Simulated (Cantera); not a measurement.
Charge: 1 mol SiC, 0.014 mol N2O, 11 mol N2, equilibrated at 5.90e-6 bar.

Cantera equilibrium calculation (NASA polynomials, part measured and part estimated; ideal gas, pure solids and liquids). Candidate condensed phases: C, Si, SiC, SiO2, Si2N2O, Si3N4; 34 gas species. Mutual solubility and eutectic melting of coexisting phases are not modelled. Kinetics and transport are ignored.

Which condensed phases are stable at each of these points (T (°C)): 800, 875, 950, 1025, 1100, 1175, 1250, 1325, 1400, 1475?


```
T (°C)                  condensed phases  Si condensed (%)
------  --------------------------------  ----------------
800     C(graphite) + SiC(s) + Si2N2O(s)             100.0
875                   SiC(s) + Si2N2O(s)             100.0
950                   SiC(s) + Si2N2O(s)             100.0
1025                  SiC(s) + Si2N2O(s)              99.5
1100                              SiC(s)              99.3
1175                              SiC(s)              99.3
1250                              SiC(s)              99.1
1325                              SiC(s)              98.7
1400                              SiC(s)              98.6
1475                C(graphite) + SiC(s)              94.7
```

At 800 °C the condensed part is C(graphite) + SiC(s) + Si2N2O(s). From 875 °C to 1025 °C the condensed part is SiC(s) + Si2N2O(s). From 1100 °C to 1400 °C the condensed part is SiC(s). At 1475 °C the condensed part is C(graphite) + SiC(s).
